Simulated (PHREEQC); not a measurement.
Solution (85 °C): 0.92 mmol/kgw HBr, 1.4 mmol/kgw AlCl3 and 54 mmol/kgw MgCl2. Closed to the air; pH follows from the charge balance.

Equilibrium calculation in PHREEQC: ion-association model, wateq4f.dat.

Task: The ionic strength comes out as 0.171 mol/kgw. What activity coefficients do Br-, AlOH+2, Al+3, H+, Mg+2 get?

Result: Br- 0.73, AlOH+2 0.29, Al+3 0.11, H+ 0.78, Mg+2 0.31.

No solid was allowed to form. Examples of supersaturated solids here: Boehmite (slow to form). Others may be too. Complexes and solids missing from the database can't appear. Away from 25 °C the constants follow the database's enthalpies or fits; those with neither stay at their 25 °C values.
